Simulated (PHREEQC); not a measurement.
Solution (25 °C): 5.8 mol NaBr, 2.2 mol SrCl2 and 0.15 mol KBr per kg of water. Closed to the air; pH follows from the charge balance.

Computed with PHREEQC (Pitzer model, pitzer.dat).

Each row changes one thing in this solution. No solid was allowed to form.

| case | pH | SI of Halite (NaCl) |
|---|---|---|
| as made | 5.48 | +0.65 |
| NaBr from 5.8 to 1.16 mol/kgw | 6.08 | -0.74 |
| SrCl2 replaced by KCl at the same molality | 6.18 | -0.27 |
| KBr replaced by HBr at the same molality | -1.08 | +0.67 |
| diluted 2-fold with water | 6.23 | -0.75 |

Some of these states are supersaturated (in Halite, for instance).
